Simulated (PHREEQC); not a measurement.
Solution (25 °C): 0.0066 mol Ni(NO3)2 and 0.0054 mol NaCl per kg of water. Closed to the air; pH follows from the charge balance.

Computed with PHREEQC (ion-association model, wateq4f.dat).

Q: The ionic strength comes out as 0.0251 mol/kgw. What activity coefficients do NiCl+, Cl-, NO3-, Na+, Ni+2 get?

A: NiCl+ 0.86, Cl- 0.86, NO3- 0.85, Na+ 0.86, Ni+2 0.54.

Precipitation was switched off in this run.
